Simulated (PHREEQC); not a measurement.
1 kg of water holding 0.15 mol/kgw KCl and 0.082 mol/kgw K2SO4 is evaporated at 90 °C; the solids stay in contact with the brine. The system is closed to CO2. The run lets Arcanite, Misenite, Sylvite precipitate or redissolve, and no other solid.

Base run: PHREEQC, Pitzer model, pitzer.dat. Each further column changes one thing. The table gives water activity.

| H2O removed (mol) | base | temperature from 90 to 75 °C | temperature from 90 to 50 °C |
|---|---|---|---|
| 0 | 0.992 | 0.992 | 0.992 |
| 18.01 | 0.988 | 0.988 | 0.988 |
| 30.18 | 0.983 | 0.983 | 0.983 |
| 41.44 | 0.970 | 0.969 | 0.969 |
| 46.01 | 0.955 | 0.955 | 0.955 |
| 49.09 | 0.933 | 0.936 | 0.942 |
| 51.94 | 0.906 | 0.909 | 0.914 |
| 53.1 | 0.874 | 0.875 | 0.879 |
| 53.88 | 0.821 | 0.822 | 0.825 |
| 54.41 | 0.760 | 0.776 | 0.806 |
| 54.76 | 0.760 | 0.776 | 0.806 |
| 55.09 | 0.760 | 0.776 | 0.806 |
| 55.23 | 0.760 | 0.776 | 0.806 |

Constants without temperature data keep their 25 °C values here.
